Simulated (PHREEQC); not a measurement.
Consider water at 52 °C with 0.19 mol H2SO4, 0.0001 mol AlCl3 and 0.0086 mol MnSO4 per kg of water. Closed to the air; pH follows from the charge balance.

All values are PHREEQC results (ion-association model, phreeqc.dat), not measurements.

```csv
quantity,before,after
pH,0.80,1.68
ionic strength (mol/kgw),0.237,0.0319
HSO4- (mol/kgw),0.179,0.0137
SO4-2 (mol/kgw),0.0173,0.00586
AlSO4+ (mol/kgw),6.51e-5,7.42e-6
Al+3 (mol/kgw),2.14e-5,1.77e-6
SI of Gibbsite (Al(OH)3),-9.95,-8.01
```

Question: Name the change that produced these shifts.
A) MnSO4 left out
B) AlCl3 from 0.0001 to 1e-05 mol/kgw
C) diluted 10-fold with water
D) temperature from 52 to 60 °C
E) 0.36 mol/kgw HBr added

Answer: C, diluted 10-fold with water

No solid was allowed to form. Constants without temperature data keep their 25 °C values here.
